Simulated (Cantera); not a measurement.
An adiabatic, constant-pressure homogeneous reactor starts with 1.72 % C3H8, 20.0 % O2, 75.3 % N2, 2.93 % CO2, at 1200 K and 7.70 bar.

Model: GRI-Mech 3.0 (53 species, 325 reactions), integrated in Cantera. GRI-Mech 3.0 was tuned for natural gas; its chemistry of propane as a main component is partial and can be far from experiment.

Question: Predict: time of steepest temperature rise; temperature at 7.00 s; equilibrium temperature; x(O2) at 7.00 s; x(CO2) at 7.00 s; x(H) at 7.00 s.

Answer: 
| Property | Value |
|---|---|
| time of steepest temperature rise | 1.80 ms |
| temperature at 7.00 s | 2087 K |
| equilibrium temperature | 2087 K |
| x(O2) at 7.00 s | 0.108 (gas-phase equilibrium 0.108) |
| x(CO2) at 7.00 s | 0.0794 (gas-phase equilibrium 0.0794) |
| x(H) at 7.00 s | 6.59e-6 (gas-phase equilibrium 6.59e-6) |
